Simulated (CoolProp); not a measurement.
Vapour-liquid equilibrium of carbon dioxide (1) + 1-butene (2) at 6.56 bar; x and y are mole fractions of (1).

Values from CoolProp's multi-fluid Helmholtz-energy mixture model, Span 1996 and Lemmon 2005; pair parameters Bell 2016.

Give the bubble temperature and the first vapour's composition at x = 0.35, 0.5, 0.65. Is there an azeotrope?

x = 0.35: 242.7 K, y = 0.955; x = 0.5: 234.7 K, y = 0.974; x = 0.65: 230.2 K, y = 0.983. No azeotrope shows between x = 0.05 and 0.95.

Pair parameters are fitted to limited data, so mixtures are less certain than the pure fluids. The gap from Raoult's law changes sign with composition, which may be real or a fault of the pair parameters; it wasn't checked against measurements.
